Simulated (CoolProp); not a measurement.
The fluid at 232.13 K and 0.0118 MPa is compressed adiabatically to 0.0351 MPa with isentropic efficiency 0.7. The same conditions are run with several fluids, on thermodynamics alone (safety and materials aside).

Values from CoolProp's reference Helmholtz-energy equation of state of each fluid (n-butane: Bücker 2006; propylene: Lemmon 2013; CF4 (R14): Platzer 1990; R115: Lemmon 2016; R124: de Vries 1995). The equations of Platzer and Polt are older, rougher fits.

Task: Rank n-butane, propylene, CF4 (R14), R115, R124 by work (kJ/kg), highest first.

Result: propylene (77.1), n-butane (54.0), CF4 (R14) (37.2), R124 (23.0), R115 (20.3)

```
fluid      final temperature (K)  final density (kg/m³)
---------  ---------------------  ---------------------
n-butane                   268.8                  0.926
propylene                  287.8                  0.621
CF4 (R14)                  290.6                   1.28
R115                       264.0                   2.49
R124                       267.7                   2.18
```
